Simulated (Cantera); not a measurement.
**N2O furnace oxynitridation**

An isothermal, constant-pressure homogeneous reactor starts with 98.0 % N2O, 1.96 % H2O, at 1475 K and 0.0484 atm.

Cantera simulation using GRI-Mech 3.0 (53 species, 325 reactions); the numbers are that mechanism's predictions, not measurements. GRI-Mech 3.0 was tuned for natural gas; its chemistry of N2O as a main component is partial and can be far from experiment. Radical loss at walls, strong at low pressure, is not modelled. The temperature is held fixed by assumption; the heat of reaction is taken as removed at once.

```json
[
 {"t (s)": "0.000800", "x N2O": "0.978", "x H2O": "0.0196", "x H2": "7.45e-8", "x NO": "0.000371", "x HO2": "8.25e-6"},
 {"t (s)": "0.00176", "x N2O": "0.975", "x H2O": "0.0195", "x H2": "3.19e-7", "x NO": "0.000833", "x HO2": "1.74e-5"},
 {"t (s)": "0.00385", "x N2O": "0.968", "x H2O": "0.0195", "x H2": "7.25e-7", "x NO": "0.00181", "x HO2": "1.73e-5"},
 {"t (s)": "0.00846", "x N2O": "0.953", "x H2O": "0.0194", "x H2": "9.33e-7", "x NO": "0.00388", "x HO2": "1.33e-5"},
 {"t (s)": "0.0186", "x N2O": "0.921", "x H2O": "0.0191", "x H2": "7.57e-7", "x NO": "0.00825", "x HO2": "9.30e-6"},
 {"t (s)": "0.0408", "x N2O": "0.857", "x H2O": "0.0187", "x H2": "5.81e-7", "x NO": "0.0172", "x HO2": "5.77e-6"},
 {"t (s)": "0.0894", "x N2O": "0.735", "x H2O": "0.0179", "x H2": "5.27e-7", "x NO": "0.0342", "x HO2": "3.03e-6"},
 {"t (s)": "0.196", "x N2O": "0.537", "x H2O": "0.0166", "x H2": "5.55e-7", "x NO": "0.0617", "x HO2": "1.33e-6"},
 {"t (s)": "0.431", "x N2O": "0.288", "x H2O": "0.0150", "x H2": "6.74e-7", "x NO": "0.0955", "x HO2": "4.68e-7"},
 {"t (s)": "0.946", "x N2O": "0.0864", "x H2O": "0.0137", "x H2": "8.60e-7", "x NO": "0.122", "x HO2": "1.25e-7"},
 {"t (s)": "2.08", "x N2O": "0.00911", "x H2O": "0.0132", "x H2": "6.41e-7", "x NO": "0.131", "x HO2": "3.68e-8"},
 {"t (s)": "4.56", "x N2O": "0.000273", "x H2O": "0.0131", "x H2": "1.81e-7", "x NO": "0.131", "x HO2": "3.21e-8"},
 {"t (s)": "10.0", "x N2O": "4.72e-6", "x H2O": "0.0131", "x H2": "1.58e-7", "x NO": "0.131", "x HO2": "3.27e-8"}
]
```
x: mole fraction; the columns are a selection and need not sum to one.

Equilibrium at this temperature and pressure: N2O 1.55e-8, H2O 0.0131, H2 1.40e-7, NO 0.00124, HO2 3.86e-8 (gas phase only).
